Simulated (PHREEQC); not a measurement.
Dissolve 4.5 mmol/kgw CuCl2, 0.72 mmol/kgw H2SO4 and 0.11 mmol/kgw FeCl3 at 25 °C. It is in equilibrium with CO2 at log p = -1 (atm). Otherwise closed; pH follows from the charge balance.

The numbers come from PHREEQC with the ion-association model, wateq4f.dat.

No solid was allowed to form.

Task: What pH, ionic strength does the model give?

Result: pH 2.88; ionic strength 0.0151 mol/kgw.

Task: In which forms is Cu present?

Result: Cu+2 95 %, CuSO4 3.6 %, CuCl+ 1.5 % of the Cu.

Examples of supersaturated solids here: Hematite (slow to form), Goethite (slow to form). Others may be too. Species that the database lacks are ignored.
